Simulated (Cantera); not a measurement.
An isothermal, constant-pressure homogeneous reactor starts with 0.0953 % CO, 2.76 % O2, 1.81 % H2O, 95.3 % N2, equivalence ratio 0.017, at 1500 K and 1.00 bar.

Cantera simulation using GRI-Mech 3.0 (53 species, 325 reactions); the numbers are that mechanism's predictions, not measurements.

One state of this run: x CO = 2.85e-8; x O2 = 0.0272; x H2O = 0.0181; x O = 6.73e-7; x OH = 2.00e-5; x H2 = 2.09e-7. x: mole fraction; the columns are a selection and need not sum to one.

Q: Which value of t (s) does it belong to?
(A) 0.0632
(B) 0.000200
(C) 0.000632
(D) 6.32

A: D, 6.32
